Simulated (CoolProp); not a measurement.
Vapour pressure (bar) of CH2F2 (R32): the reference equation beside estimates from Tc = 351.3 K, pc = 57.83 bar, ω = 0.277.

Computed with CoolProp (reference Helmholtz-energy equation of state, Tillner-Roth 1997).

```
T (K)  reference  van der Waals  Soave-Redlich-Kwong  Peng-Robinson
-----  ---------  -------------  -------------------  -------------
260.9      5.385          15.58                5.436          5.388
263.4      5.877          16.32                5.941          5.884
266        6.424          17.11                6.503          6.437
268.5      6.987          17.90                7.081          7.004
271        7.586          18.71                7.696          7.609
273.6      8.249          19.57                8.378          8.279
276.1      8.927          20.42                9.076          8.965
278.6      9.647          21.30                9.816          9.693
281.2      10.44          22.24                10.63          10.50
283.7      11.25          23.17                11.47          11.32
286.2      12.11          24.12                12.35          12.18
288.8      13.05          25.13                13.31          13.14
291.3      14.00          26.13                14.30          14.11
293.8      15.01          27.15                15.33          15.13
296.4      16.12          28.24                16.47          16.25
```

Absolute difference from the reference over all 15 rows, mean and median: van der Waals 125.1 and 120.8 %, Soave-Redlich-Kwong 1.7 and 1.8 %, Peng-Robinson 0.5 and 0.5 %.
